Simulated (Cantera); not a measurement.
Equilibrium for carbon deposition, reforming and gasification: C2H5OH + NH3

A closed system holds: 1 mol C2H5OH, 0.06 mol NH3, held at 0.00160 bar.

Equilibrium computed with Cantera from the NASA thermochemical tables; the gas is ideal and each condensed phase is pure. Candidate condensed phases: C, C6H6, C7H8, C8H18, H2O; 136 gas species. Equilibrium is a limit: real reactors are often held back by kinetics, nucleation or transport.

```tsv
T (K)	x H	x H2	x CO	x C3	x C	x C2	n C(graphite)
2373	0.253	0.524	0.212	3.86e-5	1.65e-5	3.47e-6	0.954
2473	0.364	0.426	0.198	0.000203	7.15e-5	1.86e-5	0.936
2573	0.484	0.318	0.184	0.000936	0.000276	8.74e-5	0.905
2673	0.596	0.217	0.169	0.00383	0.000961	0.000365	0.828
2773	0.679	0.134	0.155	0.0141	0.00306	0.00137	0.574
2873	0.721	0.0752	0.143	0.0360	0.00818	0.00391	0
2973	0.756	0.0434	0.137	0.0331	0.0149	0.00549	0
```
x: gas mole fraction; n: condensed amount in mol.

From 2373 K to 2773 K the condensed part is C(graphite). From 2873 K to 2973 K nothing is condensed. The main C-bearing gas is CO throughout.
